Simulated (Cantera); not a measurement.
Feed: 1 mol Si2H6, 3.2 mol HCl, 400 mol H2, held at 900 K and 1.10 bar.

Method: chemical equilibrium by Gibbs-energy minimisation in Cantera with the NASA 1993 tables (ideal gas, pure condensed phases). The feed counts by its element totals alone. Rates play no part.

| species | before | after |
|---|---|---|
| H2 | 0.997 | 0.989 |
| SiHCl3 | 0.00127 | 0.00496 |
| SiCl4 | 0.000563 | 0.00349 |
| SiCl3 | 5.04e-6 | 1.98e-5 |
| SiH2Cl2 | 0.000271 | 0.000670 |
| HCl | 0.00126 | 0.00197 |
| SiH3Cl | 1.41e-5 | 2.20e-5 |
| Si(s), mol | 1.14 | 1.09 |
Gas species are given as mole fractions.

Name the change that produced these shifts.
A. temperature from 900 K to 1673.15 K
B. H2 from 400 to 94 mol
C. temperature from 900 K to 1623 K
D. HCl from 3.2 to 0.046 mol

B, H2 from 400 to 94 mol. The tables' values for SiCl3 are old estimates; treat these amounts as uncertain
